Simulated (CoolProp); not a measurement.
The fluid at 514.22 K and 5.29 MPa flows at 9.4 m/s in a round tube of 2 mm bore and 15 µm roughness, fully developed (64/Re and Nu = 3.66 if laminar; Colebrook and Gnielinski if turbulent). The same conditions are run with several fluids, on thermodynamics alone (safety and materials aside).

The numbers come from the reference Helmholtz-energy equation of state of each fluid (n-pentane: Thol 2019; isobutane: Bücker 2006; n-hexane: Thol 2019; propylene: Lemmon 2013; dry air: Lemmon 2000) in CoolProp. Blends and air are pseudo-pure fits.

Task: Rank n-pentane, isobutane, n-hexane, propylene, dry air by Reynolds number, highest first.

Result: n-pentane (287000), n-hexane (137000), isobutane (109000), propylene (65000), dry air (23500)

| fluid | Darcy friction factor | pressure drop (Pa/m) | heat-transfer coefficient (W/(m² K)) | mass flow (kg/h) |
|---|---|---|---|---|
| n-pentane | 0.0347 | 150000 | 41300 | 20.8 |
| isobutane | 0.0351 | 73000 | 12100 | 10.0 |
| n-hexane | 0.0350 | 301000 | 34500 | 41.4 |
| propylene | 0.0356 | 46500 | 6870 | 6.30 |
| dry air | 0.0373 | 29000 | 1890 | 3.74 |

Transport values come from each fluid's own correlations; those of n-pentane, propylene are estimates that may be off by 10 % or more.
